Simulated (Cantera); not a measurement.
Feed: 1 mol Al, 2.7 mol N2, 4.6 mol NH3, equilibrated at 1400 K and 10.0 Torr.

These are equilibrium values from Cantera (NASA tables, ideal gas, pure condensed phases), not measurements of a reactor. Candidate condensed phases: Al, AlN; 13 gas species. Rates play no part.

Base state: H2 0.605, N2 0.395, H 3.28e-5 (mole fractions); condensed: AlN(s).

### Question
What changes in the equilibrium state with this change: temperature from 1400 K to 1800 K?

### Answer
| species | before | after |
|---|---|---|
| H2 | 0.605 | 0.603 |
| N2 | 0.395 | 0.394 |
| H | 3.28e-5 | 0.00241 |
| Al | 1.66e-9 | 0.000311 |
| AlH | <1e-9 | 1.27e-5 |
| AlN(s), mol | 1.00 | 0.996 |
